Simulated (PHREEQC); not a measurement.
Solution (50 °C): 0.0055 mol/kgw KH2PO4. Closed to the air; pH follows from the charge balance.

All values are PHREEQC results (ion-association model, phreeqc.dat), not measurements.

- pH: 4.81
- ionic strength: 0.00555 mol/kgw
- specific conductance: 903 µS/cm

```
species  molality  activity   log γ
-------  --------  --------  ------
K+        0.00550   0.00506  -0.037
H2PO4-    0.00545   0.00503  -0.035
HPO4-2    3.17e-5   2.28e-5  -0.142
H+        1.68e-5   1.55e-5  -0.033
H3PO4     1.51e-5   1.52e-5   0.001
KHPO4-    2.44e-7   2.25e-7  -0.035
OH-       3.83e-9   3.52e-9  -0.037
```

Precipitation was switched off in this run. Constants without temperature data keep their 25 °C values here.
